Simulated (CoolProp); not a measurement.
Vapour-liquid equilibrium of sulfur dioxide (1) + toluene (2) at 351.8 K; x and y are mole fractions of (1).

Computed with CoolProp (multi-fluid Helmholtz-energy mixture model, Gao 2016 and Lemmon 2006; pair parameters Bell 2016).

### Question
Give the bubble pressure and the first vapour's composition at x = 0.125, 0.2, 0.425. Is there an azeotrope?

### Answer
x = 0.125: 1.955 bar, y = 0.826; x = 0.2: 3.100 bar, y = 0.897; x = 0.425: 6.970 bar, y = 0.963. No azeotrope shows between x = 0.05 and 0.95.

Pair parameters are fitted to limited data, so mixtures are less certain than the pure fluids.
